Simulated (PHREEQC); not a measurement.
Spent oxide etchant: speciation

Solution (90 °C): 0.0059 mol HF, 0.00017 mol H2SiF6 and 0.0017 mol H2SO4 per kg of water. Closed to the air; pH follows from the charge balance.

The numbers come from PHREEQC with the ion-association model, wateq4f.dat.

| Item | Value |
|---|---|
| pH | 2.56 |
| ionic strength | 0.00374 mol/kgw |
| total alkalinity | -10.3 meq/kg |

| species | molality | activity | log γ |
|---|---|---|---|
| HF | 0.00642 | 0.00642 | 0.000 |
| H+ | 0.00295 | 0.00276 | -0.030 |
| HSO4- | 0.000918 | 0.000851 | -0.033 |
| SO4-2 | 0.000782 | 0.000580 | -0.130 |
| F- | 0.000458 | 0.000424 | -0.033 |
| H4SiO4 | 0.000169 | 0.000169 | 0.000 |
| HF2- | 1.22e-5 | 1.13e-5 | -0.033 |
| H2F2 | 7.99e-6 | 7.99e-6 | 0.000 |
| SiF6-2 | 8.49e-7 | 6.30e-7 | -0.130 |

This is a speciation only: nothing precipitates in the calculation. Away from 25 °C the constants follow the database's enthalpies or fits; those with neither stay at their 25 °C values. SiF6-2 is the database's only silicon fluoride.
